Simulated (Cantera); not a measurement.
Charge: 1 mol PbCl₂, 5.2 mol H₂, 41 mol N₂, held at 0.0133 bar.

Method: chemical equilibrium by Gibbs-energy minimisation in Cantera with the NASA 1993 tables (ideal gas, pure condensed phases). Candidate condensed phases: NH₄Cl, Pb, PbCl₂; 17 gas species. Kinetics and transport are ignored.

Task: What share of the Pb ends up in condensed phases as a function of T (K), at 725, 800, 875, 950, 1025, 1100, 1175, 1250, 1325, 1400, 1475?

Result: 
```
T (K)  Pb condensed (%)     as
-----  ----------------  -----
725                68.1  Pb(l)
800                72.7  Pb(l)
875                69.9  Pb(l)
950                59.7  Pb(l)
1025               35.2  Pb(l)
1100                0.0      -
1175                0.0      -
1250                0.0      -
1325                0.0      -
1400                0.0      -
1475                0.0      -
```
